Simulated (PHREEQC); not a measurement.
# Reverse-osmosis permeate (model solution)

Model water analysis in mg/L, 15 °C, pH 6.85, pe 10.8:

| constituent | mg/L |
|---|---|
| Na | 1.26 |
| K | 0.00728 |
| Ca | 2.46 |
| Mg | 0.406 |
| Cl | 1.38 |
| S(6) as SO4 | 4.19 |
| Alkalinity as HCO3 | 5.04 |
| Ba | 0.0124 |
| Zn | 0.166 |
| Pb | 0.0859 |
| Si as SiO2 | 0.0344 |

Valence states are taken as typed.

Model: ion-association model, wateq4f.dat, run in PHREEQC.

| Quantity | Result |
|---|---|
| ionic strength | 0.000335 mol/kgw |
| charge-balance error | 2.0 % |

```json
[
 {"species": "HCO3-", "molality": "8.23e-5", "activity": "8.06e-5", "log γ": "-0.009"},
 {"species": "Ca+2", "molality": "6.09e-5", "activity": "5.61e-5", "log γ": "-0.036"},
 {"species": "Na+", "molality": "5.48e-5", "activity": "5.37e-5", "log γ": "-0.009"},
 {"species": "SO4-2", "molality": "4.31e-5", "activity": "3.97e-5", "log γ": "-0.036"},
 {"species": "Cl-", "molality": "3.89e-5", "activity": "3.81e-5", "log γ": "-0.009"},
 {"species": "CO2", "molality": "2.99e-5", "activity": "2.99e-5", "log γ": "0.000"},
 {"species": "Mg+2", "molality": "1.66e-5", "activity": "1.53e-5", "log γ": "-0.035"},
 {"species": "Zn+2", "molality": "2.48e-6", "activity": "2.28e-6", "log γ": "-0.035"},
 {"species": "H4SiO4", "molality": "5.72e-7", "activity": "5.72e-7", "log γ": "0.000"},
 {"species": "CaSO4", "molality": "4.03e-7", "activity": "4.03e-7", "log γ": "0.000"},
 {"species": "Pb+2", "molality": "2.67e-7", "activity": "2.46e-7", "log γ": "-0.036"},
 {"species": "K+", "molality": "1.86e-7", "activity": "1.82e-7", "log γ": "-0.009"},
 {"species": "H+", "molality": "1.44e-7", "activity": "1.41e-7", "log γ": "-0.009"},
 {"species": "MgSO4", "molality": "1.09e-7", "activity": "1.09e-7", "log γ": "0.000"}
]
```

No solid was allowed to form.
